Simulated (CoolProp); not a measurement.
A simple Rankine cycle with R114: condensing at 292.15 K, boiler at 1 MPa, turbine inlet 358.6 K, turbine efficiency 0.8, pump efficiency 0.6, no recuperator. Each further row changes one setting.

Computed with CoolProp (reference Helmholtz-energy equation of state, Platzer 1990). This equation is an older, rougher fit; its heat capacities, sound speeds and derivatives of the liquid may be far off and weren't checked against measurements.

| case | thermal efficiency (%) | net work (kJ/kg) | heat in (kJ/kg) | turbine exit temperature (K) | volume ratio over the turbine |
|---|---|---|---|---|---|
| as stated | ___ | 19.1 | 168 | ___ | 6.09 |
| turbine inlet 378.6 K | 11.3 | ___ | ___ | ___ | 5.88 |
| condensing temperature 284.15 K | 12.7 | ___ | 176 | 312.7 | ___ |
| boiler pressure 0.7 MPa | ___ | 16.2 | 173 | 328.4 | 4.04 |
| turbine efficiency 0.7 | 9.9 | 16.6 | 168 | 321.3 | 6.17 |

Question: Fill in the missing entries.

Answer: 
- as stated, thermal efficiency (%): 11.4
- as stated, turbine exit temperature (K): 317.8
- turbine inlet 378.6 K, net work (kJ/kg): 20.9
- turbine inlet 378.6 K, heat in (kJ/kg): 185
- turbine inlet 378.6 K, turbine exit temperature (K): 338.9
- condensing temperature 284.15 K, net work (kJ/kg): 22.3
- condensing temperature 284.15 K, volume ratio over the turbine: 7.99
- boiler pressure 0.7 MPa, thermal efficiency (%): 9.4
